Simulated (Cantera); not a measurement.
Thermodynamics of calcination and drying, feed CaCO3 + C + H2O

Feed: 1 mol CaCO3, 0.012 mol C, 8.8 mol H2O, held at 1.33 mbar.

Equilibrium computed with Cantera from the NASA thermochemical tables; the gas is ideal and each condensed phase is pure. Candidate condensed phases: C, C6H6, C7H8, C8H18, Ca, CaCO3, CaO, Ca(OH)2, H2O; 115 gas species. Equilibrium is a limit: real reactors are often held back by kinetics, nucleation or transport.

From 1448 K to 1898 K the condensed part is CaO(s). The main Ca-bearing gas is Ca(OH)2 throughout.

```csv
T (K),x H2O,x CO2,x H2,x O2,x CO,x OH,n CaO(s)
1448,0.894,0.103,0.00214,0.000111,0.000581,0.000116,1.000
1498,0.894,0.102,0.00248,0.000330,0.000733,0.000239,1.000
1548,0.893,0.102,0.00315,0.000750,0.00100,0.000448,1.000
1598,0.891,0.102,0.00420,0.00142,0.00143,0.000780,1.000
1648,0.888,0.101,0.00571,0.00238,0.00208,0.00129,1.000
1698,0.883,0.0996,0.00780,0.00372,0.00300,0.00204,1.000
1748,0.878,0.0981,0.0106,0.00552,0.00427,0.00311,1.000
1798,0.870,0.0960,0.0142,0.00787,0.00598,0.00463,1.000
1848,0.860,0.0933,0.0188,0.0109,0.00819,0.00669,1.000
1898,0.846,0.0899,0.0246,0.0146,0.0110,0.00945,1.000
```
x: gas mole fraction; n: condensed amount in mol.
